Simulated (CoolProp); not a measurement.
Vapour-liquid equilibrium of CHF3 (R23) (1) + sulfur hexafluoride (2) at 3.95 °C; x and y are mole fractions of (1).

Computed with CoolProp (multi-fluid Helmholtz-energy mixture model, Penoncello 2003 and Guder 2009; pair parameters Bell 2016).

```json
[
 {"x": "0.05", "bubble pressure (MPa)": "1.606", "y at the bubble point": "0.135", "dew pressure at overall composition x (MPa)": "1.467", "liquid density (mol/L)": "10.51"},
 {"x": "0.2", "bubble pressure (MPa)": "2.070", "y at the bubble point": "0.360", "dew pressure at overall composition x (MPa)": "1.725", "liquid density (mol/L)": "10.66"},
 {"x": "0.35", "bubble pressure (MPa)": "2.375", "y at the bubble point": "0.487", "dew pressure at overall composition x (MPa)": "2.047", "liquid density (mol/L)": "10.86"},
 {"x": "0.5", "bubble pressure (MPa)": "2.591", "y at the bubble point": "0.591", "dew pressure at overall composition x (MPa)": "2.404", "liquid density (mol/L)": "11.19"},
 {"x": "0.65", "bubble pressure (MPa)": "2.740", "y at the bubble point": "0.694", "dew pressure at overall composition x (MPa)": "2.686", "liquid density (mol/L)": "11.74"},
 {"x": "0.8", "bubble pressure (MPa)": "2.816", "y at the bubble point": "0.808", "dew pressure at overall composition x (MPa)": "2.814", "liquid density (mol/L)": "12.61"},
 {"x": "0.95", "bubble pressure (MPa)": "2.802", "y at the bubble point": "0.946", "dew pressure at overall composition x (MPa)": "2.800", "liquid density (mol/L)": "13.84"}
]
```

y crosses x between x = 0.8 and 0.95: the model has an azeotrope there.

The pair parameters rest on a limited set of measurements; away from them the model extrapolates.
